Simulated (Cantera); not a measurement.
Charge: 1 mol SiH2Cl2, a varied amount of H2O, equilibrated at 775 K and 2.70 mbar.

Method: chemical equilibrium by Gibbs-energy minimisation in Cantera with the NASA 1993 tables (ideal gas, pure condensed phases). Candidate condensed phases: H2O, Si, SiO2; 30 gas species. The numbers say what is thermodynamically allowed, not how fast it happens.

Question: Which condensed phases are stable at each of these points (n(H2O) (mol)): 0.33, 0.59, 1, 1.9, 3.3, 5.8, 10?

Answer: 
| n(H2O) (mol) | condensed phases | Si condensed (%) |
|---|---|---|
| 0.33 | Si(s) + SiO2(α-quartz) | 49.1 |
| 0.59 | Si(s) + SiO2(α-quartz) | 49.0 |
| 1 | SiO2(α-quartz) | 50.0 |
| 1.9 | SiO2(α-quartz) | 95.0 |
| 3.3 | SiO2(α-quartz) | 100.0 |
| 5.8 | SiO2(α-quartz) | 100.0 |
| 10 | SiO2(α-quartz) | 100.0 |

From 0.33 mol H2O to 0.59 mol H2O the condensed part is Si(s) + SiO2(α-quartz). From 1 mol H2O to 10 mol H2O the condensed part is SiO2(α-quartz).
